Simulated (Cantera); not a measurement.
A jet of H₂ : O₂ : N₂ = 0.01 : 0.07 : 0.79 (molar parts), equivalence ratio 0.071 at 300 K and 0.440 bar hits a platinum plate 9.2 cm away at a mass flux of 0.17 kg/m²/s; the plate temperature is set and raised in steps from an oxygen-covered start.

Cantera simulation using Deutschmann's 1995 Pt surface mechanism with GRI-Mech 3.0 gas chemistry; the numbers are that mechanism's predictions, not measurements. Catalytic surfaces can have several steady states; this one follows from the mechanism file's or the stated starting coverage.

x: mole fraction at the wall; θ: surface coverage.

```tsv
plate T (K)	wall x H₂	wall x O₂	wall x H₂O	wall x OH	θ free Pt	θ O*	θ OH*
600	0.000813	0.0689	0.0210	<1e-8	0.0195	0.975	…
650	0.000796	0.0689	0.0209	<1e-8	0.0208	0.975	…
700	0.000704	0.0688	0.0209	<1e-8	0.0246	0.972	…
750	0.000497	0.0686	0.0212	<1e-8	0.0368	0.961	0.00258
800	0.000309	0.0684	0.0215	<1e-8	0.0619	0.936	0.00250
850	0.000204	0.0684	0.0216	<1e-8	0.0999	0.898	0.00243
900	0.000140	0.0683	0.0216	1.73e-8	0.148	0.850	0.00229
```

### Question
Some entries are withheld; supply them.

### Answer

- 600, θ OH*: 0.00574
- 650, θ OH*: 0.00388
- 700, θ OH*: 0.00293
